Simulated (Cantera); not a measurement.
**Equilibrium for chlorosilane synthesis and conversion: Si + HCl + H2 + Cl2**

Input: 1 mol Si, 1.3 mol HCl, 0.3 mol H2, a varied amount of Cl2, held at 450 °C and 5.10 bar.

Equilibrium computed with Cantera from the NASA thermochemical tables; the gas is ideal and each condensed phase is pure. Candidate condensed phases: Si; 19 gas species. The tables' values for SiCl3 are old estimates; treat these amounts as uncertain. Rates play no part.

```tsv
n(Cl2) (mol)	x H2	x HCl	x SiCl4	x SiHCl3	x SiH2Cl2	x SiH3Cl	x SiCl3	n Si(s)
0.5	0.565	0.000294	0.272	0.156	0.00622	5.41e-5	1.14e-5	0.363
0.7	0.522	0.000291	0.307	0.165	0.00611	4.95e-5	1.25e-5	0.256
0.89	0.486	0.000288	0.337	0.170	0.00596	4.56e-5	1.34e-5	0.155
1.1	0.451	0.000283	0.368	0.175	0.00578	4.17e-5	1.43e-5	0.0437
1.3	0.472	0.00126	0.473	0.0531	0.000413	7.01e-7	4.24e-6	0
1.5	0.381	0.143	0.476	0.000378	2.08e-8	<1e-12	3.36e-8	0
1.7	0.261	0.304	0.435	0.000111	1.97e-9	<1e-12	1.20e-8	0
1.9	0.160	0.440	0.400	4.34e-5	3.27e-10	<1e-12	5.96e-9	0
2.1	0.0741	0.556	0.370	1.48e-5	4.07e-11	<1e-12	2.98e-9	0
```
x: gas mole fraction; n: condensed amount in mol.

From 0.5 mol Cl2 to 1.1 mol Cl2 the condensed part is Si(s). From 1.3 mol Cl2 to 2.1 mol Cl2 nothing is condensed. The main Si-bearing gas is SiCl4 throughout.
